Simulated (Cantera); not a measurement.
A jet of 1.83 % CH4, 12.9 % O2, 85.2 % N2 at 300 K and 0.0750 atm hits a platinum plate 9.7 cm away at a mass flux of 0.053 kg/m²/s; the plate temperature is set and raised in steps from an oxygen-covered start.

Cantera simulation using Deutschmann's 1995 Pt surface mechanism with GRI-Mech 3.0 gas chemistry; the numbers are that mechanism's predictions, not measurements. Catalytic surfaces can have several steady states; this one follows from the mechanism file's or the stated starting coverage.

One state of this run: wall x CH4 = 0.00798; wall x O2 = 0.107; wall x H2O = 0.0192; wall x OH = 8.32e-8; wall x CO = 4.27e-6; wall x CO2 = 0.0127; θ free Pt = 0.274; θ O* = 0.725. x: mole fraction at the wall; θ: surface coverage.

Problem. Which value of plate T (K) does it belong to?
A. 1000
B. 1050
C. 950
D. 1200

Solution. C, 950
